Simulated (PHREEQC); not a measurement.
KOH is added in steps, without added water, to 1 kg of water holding 12 mmol/kgw NaH2PO4 and 120 mmol/kgw Na2CO3, at 20 °C. Oxygen alone is held at its pressure in air (log pO2 = -0.68). The system is closed to CO2. Only these solids could form: Nahcolite, Natron.

Base run: PHREEQC, ion-association model, wateq4f.dat. Each further column changes one thing. The table gives pH.

```json
[
 {"KOH added (mol)": "0", "base": "10.63", "Na2CO3 from 0.12 to 0.024 mol/kgw": "9.96", "0.067 mol/kgw NaNO3 added": "10.58", "0.0016 mol/kgw TMAH added": "10.69", "no solid may form": "10.63"},
 {"KOH added (mol)": "0.00255", "base": "10.72", "Na2CO3 from 0.12 to 0.024 mol/kgw": "10.14", "0.067 mol/kgw NaNO3 added": "10.67", "0.0016 mol/kgw TMAH added": "10.78", "no solid may form": "10.72"},
 {"KOH added (mol)": "0.00595", "base": "10.86", "Na2CO3 from 0.12 to 0.024 mol/kgw": "10.39", "0.067 mol/kgw NaNO3 added": "10.81", "0.0016 mol/kgw TMAH added": "10.93", "no solid may form": "10.86"},
 {"KOH added (mol)": "0.0085", "base": "10.98", "Na2CO3 from 0.12 to 0.024 mol/kgw": "10.61", "0.067 mol/kgw NaNO3 added": "10.94", "0.0016 mol/kgw TMAH added": "11.06", "no solid may form": "10.98"},
 {"KOH added (mol)": "0.01105", "base": "11.12", "Na2CO3 from 0.12 to 0.024 mol/kgw": "10.87", "0.067 mol/kgw NaNO3 added": "11.08", "0.0016 mol/kgw TMAH added": "11.21", "no solid may form": "11.12"},
 {"KOH added (mol)": "0.01445", "base": "11.31", "Na2CO3 from 0.12 to 0.024 mol/kgw": "11.23", "0.067 mol/kgw NaNO3 added": "11.28", "0.0016 mol/kgw TMAH added": "11.40", "no solid may form": "11.31"},
 {"KOH added (mol)": "0.017", "base": "11.46", "Na2CO3 from 0.12 to 0.024 mol/kgw": "11.45", "0.067 mol/kgw NaNO3 added": "11.43", "0.0016 mol/kgw TMAH added": "11.54", "no solid may form": "11.46"},
 {"KOH added (mol)": "0.01955", "base": "11.59", "Na2CO3 from 0.12 to 0.024 mol/kgw": "11.62", "0.067 mol/kgw NaNO3 added": "11.57", "0.0016 mol/kgw TMAH added": "11.67", "no solid may form": "11.59"},
 {"KOH added (mol)": "0.02295", "base": "11.75", "Na2CO3 from 0.12 to 0.024 mol/kgw": "11.80", "0.067 mol/kgw NaNO3 added": "11.74", "0.0016 mol/kgw TMAH added": "11.82", "no solid may form": "11.75"},
 {"KOH added (mol)": "0.0255", "base": "11.86", "Na2CO3 from 0.12 to 0.024 mol/kgw": "11.91", "0.067 mol/kgw NaNO3 added": "11.84", "0.0016 mol/kgw TMAH added": "11.92", "no solid may form": "11.86"},
 {"KOH added (mol)": "0.02805", "base": "11.95", "Na2CO3 from 0.12 to 0.024 mol/kgw": "12.00", "0.067 mol/kgw NaNO3 added": "11.94", "0.0016 mol/kgw TMAH added": "12.00", "no solid may form": "11.95"},
 {"KOH added (mol)": "0.03145", "base": "12.06", "Na2CO3 from 0.12 to 0.024 mol/kgw": "12.11", "0.067 mol/kgw NaNO3 added": "12.05", "0.0016 mol/kgw TMAH added": "12.11", "no solid may form": "12.06"},
 {"KOH added (mol)": "0.034", "base": "12.13", "Na2CO3 from 0.12 to 0.024 mol/kgw": "12.18", "0.067 mol/kgw NaNO3 added": "12.12", "0.0016 mol/kgw TMAH added": "12.17", "no solid may form": "12.13"}
]
```

H3PO4, which wateq4f.dat lacks, is added to it with the constant of phreeqc.dat. (CH3)4N+ isn't in the database: it is added as a free cation with an ion size of 4 Å.
